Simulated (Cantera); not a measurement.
Charge: 1 mol Si₃N₄, 2.6 mol CO₂, 28 mol H₂, at 13300 Pa.

Equilibrium computed with Cantera from the NASA thermochemical tables; the gas is ideal and each condensed phase is pure. Candidate condensed phases: C, C₆H₆, C₇H₈, C₈H₁₈, H₂O, Si, SiC, SiO₂, Si₂N₂O, Si₃N₄; 151 gas species. Mutual solubility and eutectic melting of coexisting phases are not modelled. The tables hold silica as quartz up to 1696 K and as liquid above; real silica turns to tridymite and cristobalite and melts near 1996 K. Equilibrium is a limit: real reactors are often held back by kinetics, nucleation or transport.

x: gas mole fraction; n: condensed amount in mol.

| T (K) | x H₂ | x N₂ | x CH₄ | x CO | n C(graphite) | n SiO₂(β-quartz) | n Si₂N₂O(s) |
|---|---|---|---|---|---|---|---|
| 948 | 0.921 | 0.0593 | 0.0194 | 0.000175 | 2.03 | 2.46 | 0.269 |
| 973 | 0.926 | 0.0590 | 0.0147 | 0.000312 | 2.16 | 2.46 | 0.270 |
| 998 | 0.929 | 0.0587 | 0.0112 | 0.000540 | 2.25 | 2.46 | 0.272 |
| 1023 | 0.932 | 0.0584 | 0.00869 | 0.000911 | 2.32 | 2.45 | 0.276 |
| 1048 | 0.934 | 0.0581 | 0.00678 | 0.00150 | 2.36 | 2.44 | 0.282 |
| 1073 | 0.935 | 0.0577 | 0.00535 | 0.00240 | 2.37 | 2.42 | 0.291 |
| 1098 | 0.935 | 0.0571 | 0.00426 | 0.00376 | 2.36 | 2.39 | 0.304 |
| 1123 | 0.934 | 0.0563 | 0.00342 | 0.00576 | 2.33 | 2.35 | 0.324 |
| 1148 | 0.933 | 0.0552 | 0.00276 | 0.00865 | 2.26 | 2.29 | ___ |
| 1173 | 0.931 | 0.0537 | 0.00225 | 0.0127 | 2.15 | 2.21 | ___ |
| 1198 | 0.928 | 0.0516 | 0.00184 | 0.0183 | 1.99 | 2.10 | ___ |

### Question
What belongs in the gaps?

### Answer

- 1148, n Si₂N₂O(s): 0.353
- 1173, n Si₂N₂O(s): 0.394
- 1198, n Si₂N₂O(s): 0.451
